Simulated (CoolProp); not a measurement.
A simple Rankine cycle with water: condensing at 318.15 K, boiler at 3.72 MPa, turbine inlet 669.2 K, turbine efficiency 0.75, pump efficiency 0.8, no recuperator. Each further row changes one setting.

The numbers come from the reference Helmholtz-energy equation of state, Wagner 2002 in CoolProp.

```
case                             thermal efficiency (%)  net work (kJ/kg)  heat in (kJ/kg)  turbine exit temperature (K)  volume ratio over the turbine
-------------------------------  ----------------------  ----------------  ---------------  ----------------------------  -----------------------------
as stated                                          26.3               792             3020                         318.1                            ___
turbine inlet 689.2 K                              26.5               811             3060                         318.1                            ___
condensing temperature 310.15 K                    27.2               829             3050                         310.2                            266
boiler pressure 2.6 MPa                             ___               764             3040                         318.1                            126
turbine efficiency 0.65                             ___               686             3020                         318.1                            189
```

Q: Complete the blanks.

A: 
- as stated, volume ratio over the turbine: 180
- turbine inlet 689.2 K, volume ratio over the turbine: 176
- boiler pressure 2.6 MPa, thermal efficiency (%): 25.1
- turbine efficiency 0.65, thermal efficiency (%): 22.7

The expansion ends wet for: as stated; turbine inlet 689.2 K; condensing temperature 310.15 K; boiler pressure 2.6 MPa; turbine efficiency 0.65.
